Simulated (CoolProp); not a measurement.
Vapour-liquid equilibrium of n-hexane (1) + o-xylene (2) at 0.0362 MPa; x and y are mole fractions of (1).

Model: multi-fluid Helmholtz-energy mixture model, Thol 2019 and Zhou 2012; pair parameters Bell 2016, in CoolProp.

Q: Give the bubble temperature and the first vapour's composition at x = 0.05, 0.15, 0.95. Is there an azeotrope?

A: x = 0.05: 97.1 °C, y = 0.366; x = 0.15: 80.4 °C, y = 0.690; x = 0.95: 40.5 °C, y = 0.996. No azeotrope shows between x = 0.05 and 0.95.

The pair parameters rest on a limited set of measurements; away from them the model extrapolates.
